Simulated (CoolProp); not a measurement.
The fluid at 298.15 K and 0.586 MPa expands adiabatically to 0.0501 MPa with isentropic efficiency 0.8. The same conditions are run with several fluids, on thermodynamics alone (safety and materials aside).

Values from CoolProp's reference Helmholtz-energy equation of state of each fluid (propylene: Lemmon 2013; dry air: Lemmon 2000; R404A: Lemmon 2003; CH3F (R41): Lemmon 2006). Blends and air are pseudo-pure fits.

```json
[
 {"fluid": "propylene", "work (kJ/kg)": "92.1", "final temperature (K)": "222.0", "final density (kg/m³)": "1.16"},
 {"fluid": "dry air", "work (kJ/kg)": "120", "final temperature (K)": "177.1", "final density (kg/m³)": "0.987"},
 {"fluid": "R404A", "work (kJ/kg)": "41.1", "final temperature (K)": "237.3", "final density (kg/m³)": "2.53"},
 {"fluid": "CH3F (R41)", "work (kJ/kg)": "105", "final temperature (K)": "189.7", "final density (kg/m³)": "1.11"}
]
```
